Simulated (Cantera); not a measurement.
An isothermal, constant-pressure homogeneous reactor starts with 1.72 % CH4, 98.3 % N2, at 1875 K and 1200 Pa.

Computed with Cantera and GRI-Mech 3.0 (53 species, 325 reactions). GRI-Mech 3.0 stops at C3 and has no aromatics, soot or wall deposition, so with more carbon than oxygen in the feed, carbon stays in small species such as C2H2 where larger ones or solid carbon would form. Radical loss at walls, strong at low pressure, is not modelled.

### Question
Predict: x(CH4) at 4.00 s; x(HCN) at 4.00 s; x(H2) at 4.00 s; x(H) at 4.00 s; x(C2H) at 4.00 s; x(CH2) at 4.00 s.

### Answer
| Property | Result |
|---|---|
| x(CH4) at 4.00 s | 1.94e-6 (gas-phase equilibrium 3.96e-8) |
| x(HCN) at 4.00 s | 0.000114 (gas-phase equilibrium 0.0157) |
| x(H2) at 4.00 s | 0.0251 (gas-phase equilibrium 0.0249) |
| x(H) at 4.00 s | 0.000554 (gas-phase equilibrium 0.000951) |
| x(C2H) at 4.00 s | 2.20e-6 (gas-phase equilibrium 2.80e-7) |
| x(CH2) at 4.00 s | 2.23e-8 (gas-phase equilibrium 1.38e-9) |
